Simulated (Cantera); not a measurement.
Input (Python, Cantera) and output of one run.

```python
import numpy as np
import cantera as ct

gas_names = """
    CL CL2 Fe FeCL FeCL2 FeCL3 Fe2CL4 Fe2CL6 H HCL H2 N NH NH2 NH3 N2 N2H2 N2H4
""".split()
cond_names = """
    Fe(a) Fe(c) Fe(d) Fe(L) FeCL2(s) FeCL2(L) FeCL3(s) FeCL3(L) NH4CL(a) NH4CL(b)
""".split()


# ... load() reads the species with a 1 bar reference pressure and builds the phases ...
atoms = {
    'FeCl3': {'Fe': 1, 'CL': 3},
    'HCl': {'H': 1, 'CL': 1},
    'N2': {'N': 2},
}
top_T = {}  # K; cautious upper limits of use, not melting points


# ... equilibrate(T, P, feed) seeds the gas with the atoms and calls Mixture.equilibrate('TP', solver="vcs", rtol=1e-11, max_steps=5000) ...
results = []
feed = {'FeCl3': 1, 'HCl': 0.82, 'N2': 2.1}  # mol
T = 1248.15  # K
P = 2400  # Pa
mix = equilibrate(T, P, feed)
results.append((T, P, feed, dict(zip(mix.species_names, mix.species_moles))))
x = sorted(zip(gas.X, gas.species_names), reverse=True)
print(f"T = {T:g} K  P = {P:g} Pa  gas = {mix.phase_moles(0):.4g} mol")
print("   x: " + "  ".join(f"{s} {v:.3e}" for v, s in x if v > 1e-05))
print("   condensed (mol): " + ("  ".join(f"{mix.phase(i).name} {mix.phase_moles(i):.4g}"
      for i in range(1, mix.n_phases) if mix.phase_moles(i) > 1e-12) or "none"))
```

It prints:

```
T = 1248.15 K  P = 2400 Pa  gas = 4.228 mol
   x: N2 4.967e-01  HCL 1.939e-01  FeCL2 1.336e-01  FeCL3 1.025e-01  CL2 6.087e-02  CL 1.221e-02  Fe2CL4 1.634e-04  Fe2CL6 2.005e-05
   condensed (mol): none
```

These are equilibrium values from Cantera (NASA tables, ideal gas, pure condensed phases), not measurements of a reactor.
